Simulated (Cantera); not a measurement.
Input: 1 mol Ti, 3.7 mol O2, 51 mol H2, equilibrated at 1077 °C and 0.120 bar.

Cantera equilibrium calculation (NASA polynomials, part measured and part estimated; ideal gas, pure solids and liquids). Candidate condensed phases: H2O, Ti, TiO, TiO2, Ti2O3, Ti3O5, Ti4O7; 12 gas species. Gases not in the tables: TiO(OH)2. Kinetics and transport are ignored.

Base state: H2 0.894, H2O 0.106 (mole fractions); condensed: TiO2(rutile).

**Question.** What changes in the equilibrium state with this change: temperature from 1077 °C to 1825 °C?

**Answer.** 
```
species             before     after
-----------------  -------  --------
H2                   0.894     0.881
H2O                  0.106     0.110
H                  6.51e-6   0.00834
OH                 1.25e-8  0.000124
TiO2(rutile), mol     1.00         0
Ti4O7(l), mol            0     0.250
```
Condensed phases not in the tables: Magnéli phases beyond Ti4O7.
